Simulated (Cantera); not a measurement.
Feed: 1 mol SiH₂Cl₂, 220 mol H₂, 0.018 mol HCl, equilibrated at 750 Torr.

Cantera equilibrium calculation (NASA polynomials, part measured and part estimated; ideal gas, pure solids and liquids). Candidate condensed phases: Si; 19 gas species. Gases not in the tables: Si₂H₆ and higher silanes. The numbers say what is thermodynamically allowed, not how fast it happens.

Q: What share of the Si ends up in condensed phases as a function of T (K), at 1425, 1525, 1625, 1725, 1825, 1925, 2025, 2125, 2225, 2325?

A: 
| T (K) | Si condensed (%) | as |
|---|---|---|
| 1425 | 94.2 | Si(s) |
| 1525 | 94.1 | Si(s) |
| 1625 | 93.8 | Si(s) |
| 1725 | 93.7 | Si(l) |
| 1825 | 93.9 | Si(l) |
| 1925 | 93.1 | Si(l) |
| 2025 | 90.8 | Si(l) |
| 2125 | 85.3 | Si(l) |
| 2225 | 73.1 | Si(l) |
| 2325 | 47.7 | Si(l) |
